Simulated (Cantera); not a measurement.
An adiabatic, constant-volume homogeneous reactor starts with CH₄ : O₂ : N₂ = 1 : 5.26 : 19.8 (molar parts), equivalence ratio 0.38, at 1650 K and 19.7 atm. Integrator tolerance rtol = 1e-08.

Detailed kinetics in Cantera: GRI-Mech 3.0 (53 species, 325 reactions). The pressure lies above the range GRI-Mech 3.0 was tuned for (to about 10 atm).

Q: What does this change do: pressure from 19.7 atm to 4.93 atm?

A: 
| quantity | before | after |
|---|---|---|
| time of steepest temperature rise | 22.4 µs | 67.8 µs |
| temperature at 0.300 s | 2567 K | 2543 K |
| equilibrium temperature | 2567 K | 2543 K |
| x(CH₄) at 0.300 s | <1e-12 (gas-phase equilibrium <1e-12) | <1e-12 (gas-phase equilibrium <1e-12) |
| x(O₂) at 0.300 s | 0.114 (gas-phase equilibrium 0.114) | 0.114 (gas-phase equilibrium 0.114) |
| x(NO₂) at 0.300 s | 6.34e-5 (gas-phase equilibrium 6.34e-5) | 3.10e-5 (gas-phase equilibrium 3.10e-5) |
| x(OH) at 0.300 s | 0.00554 (gas-phase equilibrium 0.00554) | 0.00723 (gas-phase equilibrium 0.00723) |
| x(HCN) at 0.300 s | 4.52e-12 (gas-phase equilibrium 4.52e-12) | 4.65e-12 (gas-phase equilibrium 4.65e-12) |
| x(C₂H) at 0.300 s | <1e-12 (gas-phase equilibrium <1e-12) | <1e-12 (gas-phase equilibrium <1e-12) |
| x(C₂H₄) at 0.300 s | <1e-12 (gas-phase equilibrium <1e-12) | <1e-12 (gas-phase equilibrium <1e-12) |
